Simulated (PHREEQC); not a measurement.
PHREEQC input (ion-association model, wateq4f.dat):

```
SOLUTION_MASTER_SPECIES
  An  An-  0  An  62.0  # stands for a non-complexing anion
SOLUTION_SPECIES
  An- = An-
    -log_k 0
    -gamma 3.0 0
PHASES
  Fix_H+
    H+ = H+
    -log_k 0
SOLUTION 1
  temp 25
  units mmol/kgw
  pH 7 charge
  Cl 2.6
  Ca 1.3
  Na 100
  An 100
END
SELECTED_OUTPUT 1
  -reset false
  -pH true
  -pe true
  -ionic_strength true
  -water true
  -totals Ca Cl Na
  -molalities Hfo_wOH Hfo_wOH2+ Hfo_wO- Hfo_sOH Hfo_sOH2+ Hfo_sO- Hfo_sOHCa+2 Hfo_wOCa+
  -saturation_indices Portlandite Halite
USER_PUNCH 1
  -headings sigma psi
  10 PUNCH EDL("sigma", "Hfo"), EDL("psi", "Hfo")
PRINT
  -reset false
USE solution 1
SURFACE 1
  Hfo_wOH 0.00103371 600 0.46
  Hfo_sOH 2.58427e-05
EQUILIBRIUM_PHASES 1
  Fix_H+ -3 HAn 10
    -force_equality true
  O2(g) -0.68 10
END
# ... the last block is repeated for the other 12 points of pH, with NaOH or the acid as the point needs
```

Selected output (columns that matter, 13 of 13 rows; pH added in front):

```
pH	mu	Ca	Na	m_Hfo_wOH	m_Hfo_wOH2+	m_Hfo_wO-	m_Hfo_sOH	m_Hfo_sOH2+	m_Hfo_sO-	m_Hfo_sOHCa+2	si_Portlandite	si_Halite	sigma	psi
3	0.10564	0.0013	0.1	1.9032e-05	0.0010147	8.1779e-09	4.7579e-07	2.5367e-05	2.0445e-10	1.6603e-10	-20.104	-5.3944	0.36361	0.15163
3.5	0.10479	0.0013	0.1	5.4527e-05	0.00097911	6.9565e-08	1.3631e-06	2.4477e-05	1.7391e-09	5.4083e-10	-19.103	-5.3937	0.35084	0.15001
4	0.10448	0.0013	0.1	0.000134	0.00089925	4.5743e-07	3.3497e-06	2.248e-05	1.1435e-08	1.8578e-09	-18.103	-5.3935	0.32209	0.14571
4.5	0.10433	0.0013	0.1	0.00026375	0.00076789	2.0753e-06	6.592e-06	1.9192e-05	5.1869e-08	6.8839e-09	-17.102	-5.3934	0.27443	0.13759
5	0.10422	0.0013	0.1	0.00041625	0.00061096	6.4968e-06	1.0395e-05	1.5258e-05	1.6225e-07	2.7598e-08	-16.102	-5.3933	0.21663	0.12561
5.5	0.10413	0.0012999	0.1	0.00055533	0.00046313	1.5254e-05	1.382e-05	1.1525e-05	3.7961e-07	1.1847e-07	-15.102	-5.3933	0.16056	0.11055
6	0.10406	0.0012994	0.1	0.00066124	0.00034328	2.9179e-05	1.6187e-05	8.4035e-06	7.1431e-07	5.3764e-07	-14.102	-5.3932	0.11288	0.093154
6.5	0.104	0.0012975	0.1	0.00073147	0.00025386	4.8283e-05	1.6552e-05	5.7445e-06	1.0926e-06	2.4536e-06	-13.103	-5.3932	0.075248	0.073921
7	0.10394	0.0012903	0.1	0.00077283	0.00018705	7.315e-05	1.2583e-05	3.0455e-06	1.191e-06	9.0231e-06	-12.105	-5.3931	0.047015	0.053603
7.5	0.10387	0.0012762	0.1	0.00078826	0.0001357	0.0001049	5.2803e-06	9.0902e-07	7.0266e-07	1.8951e-05	-11.11	-5.3931	0.025789	0.032777
8	0.10383	0.001244	0.10009	0.00076422	9.1942e-05	0.00014552	1.4047e-06	1.69e-07	2.6747e-07	2.4002e-05	-10.121	-5.3927	0.0092158	0.012405
8.5	0.10375	0.0011433	0.10032	0.00063572	4.1101e-05	0.00022525	5.5242e-07	3.5716e-08	1.9574e-07	2.5059e-05	-9.1575	-5.3916	-0.00089591	-0.0012181
9	0.10361	0.00099624	0.10063	0.00039215	9.9834e-06	0.00035288	4.087e-07	1.0405e-08	3.6777e-07	2.5056e-05	-8.2172	-5.3902	-0.0050509	-0.0068519
```

Complexes and solids missing from the database can't appear. The oxide is taken as insoluble; below pH 4 it would dissolve.
